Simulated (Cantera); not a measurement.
A closed system holds: 1 mol CaO, 2.5 mol HBr, 7.3 mol H2, held at 1248 K and 7.00 Pa.

Cantera equilibrium calculation (NASA polynomials, part measured and part estimated; ideal gas, pure solids and liquids). Candidate condensed phases: Br2, Ca, CaBr2, CaO, Ca(OH)2, H2O; 19 gas species. Equilibrium is a limit: real reactors are often held back by kinetics, nucleation or transport.

Base state: H2 0.745, HBr 0.0997, CaBr2 0.0766, H2O 0.0766, Br 0.00203, H 4.82e-5 (mole fractions); condensed: CaO(s).

Q: What changes in the equilibrium state with this change: CaO replaced by SiO2?

A: 
```csv
species,before,after
H2,0.745,0.745
HBr,0.0997,0.249
Br,0.00203,0.00509
CaBr2,0.0766,0
H2O,0.0766,5.27e-5
SiO,0,5.18e-5
H,4.82e-5,4.82e-5
"CaO(s), mol",0.249,0
"SiO2(β-quartz), mol",0,0.999
```
The tables hold silica as quartz up to 1696 K and as liquid above; real silica turns to tridymite and cristobalite and melts near 1996 K. Further candidate phases: Si, SiO2.

Q: What changes in the equilibrium state with this change: HBr from 2.5 to 49 mol?

A: 
```tsv
species	before	after
HBr	0.0997	0.783
H2	0.745	0.145
Br	0.00203	0.0362
H2O	0.0766	0.0174
CaBr2	0.0766	0.0174
Br2	8.01e-8	2.54e-5
H	4.82e-5	2.13e-5
CaO(s), mol	0.249	0
```

Q: What changes in the equilibrium state with this change: temperature from 1248 K to 1223 K?

A: 
```csv
species,before,after
H2,0.745,0.745
HBr,0.0997,0.104
H2O,0.0766,0.0747
CaBr2,0.0766,0.0747
H,4.82e-5,3.10e-5
Br,0.00203,0.00157
"CaO(s), mol",0.249,0.268
```
